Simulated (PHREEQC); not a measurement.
Alkaline etch or developer: speciation

Solution (25 °C): 0.24 mol KOH, 3.4e-06 mol CO2 and 4.7e-05 mol Na2CO3 per kg of water. Closed to the air; pH follows from the charge balance.

Computed with PHREEQC (ion-association model, phreeqc.dat).

- pH = 13.22
- ionic strength = 0.240 mol/kgw
- activity of water = 0.992
- specific conductance = 50500 µS/cm
- density = 1.009 g/cm³
- total alkalinity = 240 meq/kg

| species | molality | activity | log γ |
|---|---|---|---|
| OH- | 0.240 | 0.166 | -0.160 |
| K+ | 0.240 | 0.168 | -0.156 |
| Na+ | 9.40e-5 | 6.95e-5 | -0.131 |
| CO3-2 | 5.03e-5 | 1.47e-5 | -0.535 |
| HCO3- | 2.58e-8 | 1.89e-8 | -0.134 |
| NaCO3- | 2.57e-8 | 1.90e-8 | -0.131 |

No solid was allowed to form.
